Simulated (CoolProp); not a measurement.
The numbers come from the reference Helmholtz-energy equation of state, Setzmann 1991 in CoolProp.

**Question.** For methane, give the phase and the expansivity (1/kK), conductivity (mW/(m K)), fugacity coefficient at -30.45 °C and 19.7 MPa.

**Answer.** 
- -30.45 °C and 19.7 MPa: supercritical; expansivity 7.86, conductivity 76.7, fugacity coefficient 0.539

Thermal conductivity comes from a separate model (Friend 1989).
